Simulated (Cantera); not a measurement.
Input: 1 mol SiH2Cl2, 0.041 mol C3H8, 160 mol H2, equilibrated at 1627 °C and 0.100 bar.

Equilibrium computed with Cantera from the NASA thermochemical tables; the gas is ideal and each condensed phase is pure. Candidate condensed phases: C, C6H6, C7H8, C8H18, Si, SiC; 109 gas species. Mutual solubility and eutectic melting of coexisting phases are not modelled. The tables' values for SiCl are old estimates; treat these amounts as uncertain. Gases not in the tables: Si2H6 and higher silanes. Equilibrium is a limit: real reactors are often held back by kinetics, nucleation or transport.

Base state: H2 0.985, HCl 0.0115, H 0.00249, SiCl2 0.000366, Si 0.000126, SiH2 5.75e-5, SiH 3.44e-5, SiCl 2.29e-5 (mole fractions); condensed: Si(l) + SiC(s).

### Question
What changes in the equilibrium state with this change: SiH2Cl2 replaced by Si(CH3)4?

### Answer
| species | before | after |
|---|---|---|
| H2 | 0.985 | 0.997 |
| H | 0.00249 | 0.00251 |
| C2H2 (acetylene) | 5.19e-7 | 0.000381 |
| HCl | 0.0115 | 0 |
| Si | 0.000126 | 4.68e-6 |
| SiCl2 | 0.000366 | 0 |
| SiCl | 2.29e-5 | 0 |
| Si(l), mol | 0.778 | 0 |
| SiC(s), mol | 0.122 | 0.999 |
| C(graphite), mol | 0 | 2.99 |

### Question
What changes in the equilibrium state with this change: temperature from 1627 °C to 677 °C?

### Answer
```csv
species,before,after
H2,0.985,0.993
HCl,0.0115,0.00441
SiHCl3,2.00e-8,0.00110
H,0.00249,1.75e-9
SiCl4,<1e-9,0.00107
Si,0.000126,<1e-9
SiH2,5.75e-5,<1e-9
SiH,3.44e-5,<1e-9
"Si(l), mol",0.778,0
"SiC(s), mol",0.122,0.122
"Si(s), mol",0,0.498
```
The tables' values for SiCl3 are old estimates; treat these amounts as uncertain.
